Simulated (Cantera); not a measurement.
A perfectly stirred reactor is fed with CO : O2 : H2O : N2 = 0.0072 : 0.037 : 0.022 : 1 (molar parts), at 3750 Torr; it is held at 1348 K, and followed from long to short residence time.

Detailed kinetics in Cantera: GRI-Mech 3.0 (53 species, 325 reactions).

Task: Predict: x(CO) at τ = 16.0 s; x(O2) at τ = 16.0 s; x(H2O) at τ = 16.0 s; x(NO) at τ = 16.0 s; x(OH) at τ = 16.0 s; x(CO) at τ = 55.0 ms; x(O2) at τ = 55.0 ms; x(H2O) at τ = 55.0 ms; x(NO) at τ = 55.0 ms; x(OH) at τ = 55.0 ms.

Result: 
```
Item                     Result
---------------------  --------
x(CO) at τ = 16.0 s     4.69e-6
x(O2) at τ = 16.0 s      0.0314
x(H2O) at τ = 16.0 s     0.0207
x(NO) at τ = 16.0 s     1.19e-7
x(OH) at τ = 16.0 s     6.31e-6
x(CO) at τ = 55.0 ms   0.000270
x(O2) at τ = 55.0 ms     0.0316
x(H2O) at τ = 55.0 ms    0.0207
x(NO) at τ = 55.0 ms    1.71e-7
x(OH) at τ = 55.0 ms    3.04e-5
```
